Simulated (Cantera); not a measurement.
**Nitride etching: Si₃N₄ + H₂O + H₂**

Charge: 1 mol Si₃N₄, 0.1 mol H₂O, 24 mol H₂, at 1198.15 K and 0.000220 bar.

Equilibrium computed with Cantera from the NASA thermochemical tables; the gas is ideal and each condensed phase is pure. Candidate condensed phases: H₂O, Si, SiO₂, Si₂N₂O, Si₃N₄; 35 gas species. Mutual solubility and eutectic melting of coexisting phases are not modelled. Rates play no part.

```yaml
x(H₂): 0.999
x(N₂): 0.00138
x(H): 1.28e-5
n(Si₂N₂O(s)): 0.1000 mol
n(Si₃N₄(s)): 0.933 mol
gas_amount: 24.13 mol
log10 activity of Si(s) (absent): -0.70
```
